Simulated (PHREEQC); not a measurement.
# Brine

Make-up at 25 °C: 0.24 mol/kgw MgSO4 and 0.077 mol/kgw NaHCO3. Closed to the air; pH follows from the charge balance.

Model: Pitzer model, pitzer.dat, run in PHREEQC.

Precipitation was switched off in this run.

Estimate the pH, osmotic coefficient.

pH 7.45; osmotic coefficient 0.626.

In which forms is C present?

HCO3- 94 %, CO2 3.2 %, MgCO3 1.8 %, CO3-2 1.4 % of the C.

The solution is supersaturated, for example in Magnesite (slow to form), so a real one may precipitate; this is no full list. In brines, pH and single-ion activities rest on the MacInnes convention.
